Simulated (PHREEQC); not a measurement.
Make-up at 59 °C: 0.29 mol/kgw NiCl2 and 6.5e-05 mol/kgw Na2SO4. Closed to the air; pH follows from the charge balance.

Computed with PHREEQC (ion-association model, wateq4f.dat).

```
quantity                    before    after
------------------------  --------  -------
ionic strength (mol/kgw)     0.658    0.638
NiOH+ (mol/kgw)            1.11e-5  1.80e-6
Ni(OH)2 (mol/kgw)         7.06e-11  2.74e-9
```

**Question.** Which change was made?
(A) Na2SO4 left out
(B) Na2SO4 from 6.5e-05 to 5.85e-05 mol/kgw
(C) temperature from 59 to 5 °C
(D) Na2SO4 from 6.5e-05 to 7.15e-05 mol/kgw

**Answer.** C, temperature from 59 to 5 °C

This is a speciation only: nothing precipitates in the calculation. Away from 25 °C the constants follow the database's enthalpies or fits; those with neither stay at their 25 °C values.
